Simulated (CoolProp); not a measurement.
Toluene along the isotherm 346.85 °C: fugacity coefficient from the reference equation and from simpler models built on Tc = 318.6 °C, pc = 41.26 bar, ω = 0.266; each cubic takes its own stable root.

Model: reference Helmholtz-energy equation of state, Lemmon 2006, in CoolProp. It is a short technical equation, of lower accuracy than the large ones.

```json
[
 {"p (bar)": "1.47", "phase": "gas", "reference": "0.9888", "van der Waals": "0.9906", "Redlich-Kwong": "0.9894", "Soave-Redlich-Kwong": "0.9897", "Peng-Robinson": "0.9884"},
 {"p (bar)": "2.95", "phase": "gas", "reference": "0.9776", "van der Waals": "0.9811", "Redlich-Kwong": "0.9788", "Soave-Redlich-Kwong": "0.9793", "Peng-Robinson": "0.9768"},
 {"p (bar)": "4.42", "phase": "gas", "reference": "0.9665", "van der Waals": "0.9717", "Redlich-Kwong": "0.9683", "Soave-Redlich-Kwong": "0.9691", "Peng-Robinson": "0.9653"},
 {"p (bar)": "5.89", "phase": "gas", "reference": "0.9555", "van der Waals": "0.9623", "Redlich-Kwong": "0.9579", "Soave-Redlich-Kwong": "0.9589", "Peng-Robinson": "0.9539"},
 {"p (bar)": "7.37", "phase": "gas", "reference": "0.9445", "van der Waals": "0.9529", "Redlich-Kwong": "0.9474", "Soave-Redlich-Kwong": "0.9487", "Peng-Robinson": "0.9425"},
 {"p (bar)": "8.84", "phase": "gas", "reference": "0.9336", "van der Waals": "0.9435", "Redlich-Kwong": "0.9371", "Soave-Redlich-Kwong": "0.9386", "Peng-Robinson": "0.9313"},
 {"p (bar)": "10.3", "phase": "gas", "reference": "0.9228", "van der Waals": "0.9342", "Redlich-Kwong": "0.9268", "Soave-Redlich-Kwong": "0.9286", "Peng-Robinson": "0.9202"},
 {"p (bar)": "11.8", "phase": "gas", "reference": "0.9118", "van der Waals": "0.9247", "Redlich-Kwong": "0.9163", "Soave-Redlich-Kwong": "0.9184", "Peng-Robinson": "0.9089"},
 {"p (bar)": "13.3", "phase": "gas", "reference": "0.9008", "van der Waals": "0.9152", "Redlich-Kwong": "0.9059", "Soave-Redlich-Kwong": "0.9082", "Peng-Robinson": "0.8977"},
 {"p (bar)": "14.7", "phase": "gas", "reference": "0.8906", "van der Waals": "0.9063", "Redlich-Kwong": "0.8962", "Soave-Redlich-Kwong": "0.8987", "Peng-Robinson": "0.8873"},
 {"p (bar)": "16.2", "phase": "gas", "reference": "0.8798", "van der Waals": "0.8968", "Redlich-Kwong": "0.8858", "Soave-Redlich-Kwong": "0.8886", "Peng-Robinson": "0.8762"},
 {"p (bar)": "17.7", "phase": "gas", "reference": "0.8690", "van der Waals": "0.8873", "Redlich-Kwong": "0.8755", "Soave-Redlich-Kwong": "0.8785", "Peng-Robinson": "0.8652"},
 {"p (bar)": "19.2", "phase": "gas", "reference": "0.8582", "van der Waals": "0.8778", "Redlich-Kwong": "0.8652", "Soave-Redlich-Kwong": "0.8685", "Peng-Robinson": "0.8542"},
 {"p (bar)": "20.6", "phase": "gas", "reference": "0.8482", "van der Waals": "0.8689", "Redlich-Kwong": "0.8556", "Soave-Redlich-Kwong": "0.8591", "Peng-Robinson": "0.8441"}
]
```
